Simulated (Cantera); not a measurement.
A diamond (100) surface in a fixed gas of H2 with x(CH4) = 0.0036, x(H) = 0.00099, x(CH3) = 8.9e-05, 39.8 Torr; coverages are run to steady state.

Detailed kinetics in Cantera: the Harris–Goodwin 1993 mechanism for the reconstructed diamond (100) surface.

θ: site fractions in the mechanism's names (c6HH fully hydrogenated, c6H* and c6*H radical sites, c6** diradical, c6HM methylated).

```tsv
T (K)	growth (µm/h)	θ c6HH	θ c6H*	θ c6*H	θ c6**	θ c6HM
950	1.70	0.602	0.0131	0.311	0.00582	0.0526
1025	___	0.555	___	___	___	___
1100	1.31	0.514	0.0269	0.427	0.0151	0.0109
1175	0.668	0.475	0.0346	0.465	0.0205	0.00251
1250	0.470	0.442	0.0419	0.488	0.0255	0.000521
1325	0.417	0.420	0.0488	0.500	0.0295	0.000110
1400	___	0.409	___	0.504	___	___
```

### Question
What belongs in the gaps?

### Answer

- 1025, growth (µm/h): 1.93
- 1025, θ c6H*: 0.0195
- 1025, θ c6*H: 0.373
- 1025, θ c6**: 0.00990
- 1025, θ c6HM: 0.0305
- 1400, growth (µm/h): 0.265
- 1400, θ c6H*: 0.0550
- 1400, θ c6**: 0.0323
- 1400, θ c6HM: 2.42e-5
